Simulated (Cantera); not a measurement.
A perfectly stirred reactor is fed with 15.6 % H2, 17.8 % O2, 66.6 % N2, at 4500 Torr; it is adiabatic with a 500 K inlet, and is followed from long to short residence time, starting on the burning branch (τ in s: 0.39, 0.18, 0.084, 0.039, 0.018, 0.0086, 0.004, 0.0019, 0.00088, 0.00041, 0.00019, 8.9e-05, 4.2e-05).

Computed with Cantera and GRI-Mech 3.0 (53 species, 325 reactions). The hydrogen kinetics of GRI-Mech 3.0 are dated; newer H2 mechanisms differ, most at raised pressure.

One state of this run: T (K) = 1682; x H2 = 0.000287; x O2 = 0.108; x H2O2 = 5.76e-7; x NO = 4.00e-6; x N2O = 2.38e-6; x H2O = 0.168. x: mole fraction; the columns are a selection and need not sum to one.

Task: Which value of τ (s) does it belong to?
A. 0.084
B. 0.00019
C. 0.0040
D. 8.9e-5

Result: C, 0.0040
